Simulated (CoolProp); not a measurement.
Vapour-liquid equilibrium of carbon dioxide (1) + R22 (2) at 0.536 MPa; x and y are mole fractions of (1).

Values from CoolProp's multi-fluid Helmholtz-energy mixture model, Span 1996 and Kamei 1995; pair parameters Bell 2016.

| x | bubble temperature (K) | y at the bubble point | dew temperature at overall composition x (K) | liquid density (mol/L) |
|---|---|---|---|---|
| 0.05 | 269.5 | 0.200 | 274.0 | 15.24 |
| 0.15 | 258.9 | 0.492 | 271.1 | 16.27 |
| 0.25 | 250.0 | 0.676 | 267.9 | 17.31 |
| 0.35 | 242.6 | 0.791 | 264.4 | 18.37 |
| 0.45 | 236.6 | 0.864 | 260.6 | 19.46 |
| 0.55 | 231.7 | 0.911 | 256.3 | 20.60 |
| 0.65 | 227.6 | 0.943 | 251.4 | 21.79 |
| 0.75 | 224.1 | 0.966 | 245.5 | 23.07 |
| 0.85 | 221.2 | 0.982 | 237.9 | 24.43 |
| 0.95 | 218.6 | 0.995 | 226.6 | 25.92 |

No azeotrope shows between x = 0.05 and 0.95.

The pair parameters rest on a limited set of measurements; away from them the model extrapolates.
